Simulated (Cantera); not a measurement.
An isothermal, constant-pressure homogeneous reactor starts with CH4 : CO2 : H2 = 1 : 1.8 : 0.48 (molar parts), at 1625 K and 623 Torr.

Detailed kinetics in Cantera: GRI-Mech 3.0 (53 species, 325 reactions).

x: mole fraction; the columns are a selection and need not sum to one.

```tsv
t (s)	x CH4	x CO2	x H2	x HO2	x C2H6
7.00e-5	0.305	0.549	0.146	<1e-12	8.10e-6
0.000252	0.304	0.548	0.146	<1e-12	___
0.000910	0.301	0.546	0.147	<1e-12	0.000509
0.00328	0.288	0.535	0.152	<1e-12	0.000606
0.0118	___	0.493	___	<1e-12	___
0.0427	0.156	0.372	0.187	<1e-12	0.000219
0.154	0.0525	0.186	0.171	<1e-12	4.57e-5
0.555	0.0220	0.118	0.218	<1e-12	8.48e-6
2.00	0.0146	0.0790	0.287	<1e-12	2.75e-6
```

### Question
Some entries are withheld; supply them.

### Answer

- 0.000252, x C2H6: 0.000136
- 0.0118, x CH4: 0.247
- 0.0118, x H2: 0.171
- 0.0118, x C2H6: 0.000453
